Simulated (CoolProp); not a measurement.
R123 along the isotherm 273.5 K: density (kg/m³) from the reference equation and from simpler models built on Tc = 456.8 K, pc = 3.662 MPa, ω = 0.282; each cubic takes its own stable root.

Computed with CoolProp (reference Helmholtz-energy equation of state, Younglove 1994). It is a modified Benedict-Webb-Rubin equation, recast in Helmholtz form.

```csv
p (MPa),phase,reference,Soave-Redlich-Kwong,Peng-Robinson
0.122,liquid,1525,1386,1563
0.244,liquid,1526,1386,1564
0.366,liquid,1526,1386,1564
0.488,liquid,1526,1387,1565
0.61,liquid,1527,1387,1565
0.732,liquid,1527,1388,1565
0.854,liquid,1527,1388,1566
0.976,liquid,1527,1388,1566
1.1,liquid,1528,1389,1566
1.22,liquid,1528,1389,1567
1.34,liquid,1528,1390,1567
1.46,liquid,1528,1390,1567
1.59,liquid,1529,1390,1568
1.71,liquid,1529,1391,1568
1.83,liquid,1529,1391,1569
```
